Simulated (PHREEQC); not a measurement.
K2CO3 is added in steps, without added water, to 1 kg of water holding 0.0012 mol CsOH and 0.00025 mol H4SiO4, at 25 °C. O2 is buffered at 0.21 atm. No CO2 enters from the air. Only these solids could form: SiO2(a).

Base run: PHREEQC, ion-association model, wateq4f.dat. Each further column changes one thing. The table gives HCO3- (mol/kgw).

| K2CO3 added (mol) | base | all activity coefficients set to 1 | metal-ligand complexes left out | Debye-Hückel limiting law | Davies equation for every ion |
|---|---|---|---|---|---|
| 0 | 0 | 0 | 0 | 0 | 0 |
| 0.00042 | 6.61e-5 | ___ | 6.61e-5 | 6.55e-5 | 6.59e-5 |
| 0.00078 | 0.000116 | ___ | 0.000116 | 0.000115 | 0.000116 |
| 0.0012 | 0.000169 | ___ | 0.000169 | 0.000167 | 0.000168 |
| 0.00162 | 0.000218 | ___ | 0.000218 | 0.000214 | 0.000216 |
| 0.00198 | 0.000256 | ___ | 0.000256 | 0.000251 | 0.000254 |
| 0.0024 | 0.000298 | ___ | 0.000298 | 0.000291 | 0.000296 |

**Question.** Some entries are withheld; supply them.

**Answer.** 
- 0.00042, all activity coefficients set to 1: 7.18e-5
- 0.00078, all activity coefficients set to 1: 0.000128
- 0.0012, all activity coefficients set to 1: 0.000188
- 0.00162, all activity coefficients set to 1: 0.000244
- 0.00198, all activity coefficients set to 1: 0.000289
- 0.0024, all activity coefficients set to 1: 0.000339
